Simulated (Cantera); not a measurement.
A closed system holds: 1 mol SiH₄, 25 mol CO₂, 0.76 mol H₂, held at 1250 K and 1330 Pa.

Cantera equilibrium calculation (NASA polynomials, part measured and part estimated; ideal gas, pure solids and liquids). Candidate condensed phases: C, C₆H₆, C₇H₈, C₈H₁₈, H₂O, Si, SiC, SiO₂; 123 gas species. The tables hold silica as quartz up to 1696 K and as liquid above; real silica turns to tridymite and cristobalite and melts near 1996 K. Rates play no part.

Base state: CO₂ 0.741, CO 0.159, H₂O 0.0874, H₂ 0.0120 (mole fractions); condensed: SiO₂(β-quartz).

### Question
What changes in the equilibrium state with this change: temperature from 1250 K to 700 K?

### Answer
```csv
species,before,after
CO₂,0.741,0.787
CO,0.159,0.113
H₂,0.0120,0.0569
H₂O,0.0874,0.0420
CH₄,<1e-9,0.000322
"SiO₂(β-quartz), mol",1.00,0
"SiO₂(α-quartz), mol",0,1.00
```

### Question
What changes in the equilibrium state with this change: CO₂ from 25 to 0.3 mol?

### Answer
```
species              before     after
-------------------  ------  --------
H₂                   0.0120     1.000
SiO                   <1e-9  0.000160
CO                    0.159   1.47e-6
CO₂                   0.741     <1e-9
H₂O                  0.0874   1.31e-7
SiO₂(β-quartz), mol    1.00     0.300
Si(s), mol                0     0.400
SiC(s), mol               0     0.300
```
Mutual solubility and eutectic melting of coexisting phases are not modelled.
